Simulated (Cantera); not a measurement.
Input (Python, Cantera):

```python
import numpy as np
import cantera as ct

gas = ct.Solution("gri30.yaml")
gas.TPX = 500, 1800000, {'CH4': 1, 'H2': 0.069, 'O2': 3.77, 'N2': 14.2}
inlet = ct.Reservoir(gas, clone=True)
gas.equilibrate("HP")  # start burning
reactor = ct.IdealGasConstPressureReactor(gas, energy="on", clone=False)
exhaust = ct.Reservoir(gas, clone=True)
tau = [0.037, 0.016, 0.0068, 0.0029, 0.0013, 0.00054, 0.00023, 9.9e-05, 4.2e-05][0]
for a, b in ((inlet, reactor), (reactor, exhaust)):
    ct.MassFlowController(a, b, mdot=lambda t: reactor.mass / tau)
net = ct.ReactorNet([reactor])
show = ['CH4', 'H2', 'O2', 'HO2', 'NO']

rows = []
print(f"{'tau/s':>10s}{'T/K':>9s}" + "".join(f"{s:>11s}" for s in show))
for tau in [0.037, 0.016, 0.0068, 0.0029, 0.0013, 0.00054, 0.00023, 9.9e-05, 4.2e-05]:
    net.initial_time = 0.0
    net.advance(30 * tau)
    before = gas.X
    net.advance(40 * tau)
    drift = np.max(np.abs(gas.X - before) / (gas.X + 1e-9))
    rows.append([gas.T, *gas[show].X, drift])
    print(f"{tau:10.3e}{gas.T:9.1f}" + "".join(f"{x:11.3e}" for x in gas[show].X))
```

Output:

```
     tau/s      T/K        CH4         H2         O2        HO2         NO
 3.700e-02   1716.2  1.124e-05  8.196e-06  9.134e-02  1.935e-06  2.986e-06
 1.600e-02   1714.8  2.261e-05  1.465e-05  9.142e-02  3.131e-06  2.155e-06
 6.800e-03   1712.1  4.572e-05  2.799e-05  9.159e-02  5.662e-06  1.739e-06
 2.900e-03   1706.3  9.447e-05  5.634e-05  9.197e-02  1.104e-05  1.476e-06
 1.300e-03   1694.0  2.024e-04  1.185e-04  9.280e-02  2.239e-05  1.194e-06
 5.400e-04   1647.8  6.638e-04  3.627e-04  9.602e-02  6.054e-05  6.130e-07
 2.300e-04    500.0  5.252e-02  3.624e-03  1.980e-01  5.562e-20  3.687e-24
 9.900e-05    500.0  5.252e-02  3.624e-03  1.980e-01  1.002e-20  8.410e-27
 4.200e-05    500.0  5.252e-02  3.624e-03  1.980e-01  4.566e-21  5.312e-28
```

Cantera simulation using GRI-Mech 3.0 (53 species, 325 reactions); the numbers are that mechanism's predictions, not measurements. The pressure lies above the range GRI-Mech 3.0 was tuned for (to about 10 atm).
